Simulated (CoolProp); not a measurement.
R1234yf at several states: density (kg/m³) from the reference equation and from simpler models built on Tc = 367.8 K, pc = 3384 kPa, ω = 0.276; each cubic takes its own stable root.

Values from CoolProp's reference Helmholtz-energy equation of state, Lemmon 2022.

```json
[
 {"T (K)": "383.8", "p (kPa)": "42.6", "phase": "gas", "reference": "1.528"},
 {"T (K)": "149.7", "p (kPa)": "961", "phase": "liquid", "reference": "1506"},
 {"T (K)": "154.9", "p (kPa)": "4820", "phase": "liquid", "reference": "1498"},
 {"T (K)": "304.4", "p (kPa)": "10.5", "phase": "gas", "reference": "0.4741"},
 {"T (K)": "158.5", "p (kPa)": "73", "phase": "liquid", "reference": "1483"}
]
```

Problem. How far does each simpler model (van der Waals, Redlich-Kwong, Peng-Robinson) lie from the reference over these 5 states: mean and median of the absolute difference, and the worst?

Solution. 
- van der Waals: mean 25.2 %, median 41.7 %, worst -42.2 % at 149.7 K and 961 kPa
- Redlich-Kwong: mean 8.3 %, median 13.8 %, worst -14.0 % at 149.7 K and 961 kPa
- Peng-Robinson: mean 1.2 %, median 1.7 %, worst -2.2 % at 149.7 K and 961 kPa
